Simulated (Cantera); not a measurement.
Input: 1 mol TiC, a varied amount of C, 3.8 mol H2, at 2373.15 K and 0.100 bar.

Method: chemical equilibrium by Gibbs-energy minimisation in Cantera with the NASA 1993 tables (ideal gas, pure condensed phases). Candidate condensed phases: C, C6H6, C7H8, C8H18, Ti, TiC; 77 gas species. TiC: taken at fixed stoichiometry. Kinetics and transport are ignored.

Question: Which condensed phases are stable at each of these points (n(C) (mol)): 0.012, 0.021, 0.031, 0.04, 0.05, 0.059, 0.069, 0.078, 0.088, 0.097?

Answer: 
| n(C) (mol) | condensed phases | Ti condensed (%) |
|---|---|---|
| 0.012 | TiC(s) | 100.0 |
| 0.021 | TiC(s) | 100.0 |
| 0.031 | TiC(s) | 100.0 |
| 0.04 | TiC(s) | 100.0 |
| 0.05 | C(graphite) + TiC(s) | 100.0 |
| 0.059 | C(graphite) + TiC(s) | 100.0 |
| 0.069 | C(graphite) + TiC(s) | 100.0 |
| 0.078 | C(graphite) + TiC(s) | 100.0 |
| 0.088 | C(graphite) + TiC(s) | 100.0 |
| 0.097 | C(graphite) + TiC(s) | 100.0 |

From 0.012 mol C to 0.04 mol C the condensed part is TiC(s). From 0.05 mol C to 0.097 mol C the condensed part is C(graphite) + TiC(s).
